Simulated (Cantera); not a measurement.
Stirred combustor or abatement burner

A perfectly stirred reactor is fed with 4.73 % CH₄, 0.151 % C₂H₆, 20.0 % O₂, 75.2 % N₂, equivalence ratio 0.50, at 230000 Pa; it is adiabatic with a 750 K inlet, and is followed from long to short residence time, starting on the burning branch (τ in s: 0.063, 0.035, 0.019, 0.011, 0.0059, 0.0033, 0.0018, 0.001, 0.00056, 0.00031, 0.00017, 9.6e-05).

Computed with Cantera and GRI-Mech 3.0 (53 species, 325 reactions).

```tsv
τ (s)	T (K)	x CH₄	x C₂H₆	x O₂	x H₂	x NO
0.063	1844	7.62e-6	5.20e-8	0.0994	4.42e-5	2.34e-5
0.035	1843	1.15e-5	8.23e-8	0.0994	6.07e-5	1.92e-5
0.019	1840	1.74e-5	1.30e-7	0.0994	8.69e-5	1.64e-5
0.011	1837	2.50e-5	1.92e-7	0.0995	0.000121	1.47e-5
0.0059	1832	3.74e-5	2.97e-7	0.0995	0.000179	1.30e-5
0.0033	1825	5.45e-5	4.43e-7	0.0997	0.000257	1.14e-5
0.0018	1815	8.13e-5	6.70e-7	0.0999	0.000374	9.76e-6
0.0010	1802	0.000121	1.01e-6	0.100	0.000533	8.19e-6
0.00056	1783	0.000183	1.53e-6	0.101	0.000748	6.76e-6
0.00031	1756	0.000291	2.43e-6	0.102	0.00104	5.42e-6
0.00017	1717	0.000503	4.19e-6	0.104	0.00145	4.02e-6
9.6e-5	1658	0.00101	8.56e-6	0.108	0.00206	2.38e-6
```
x: mole fraction; the columns are a selection and need not sum to one.
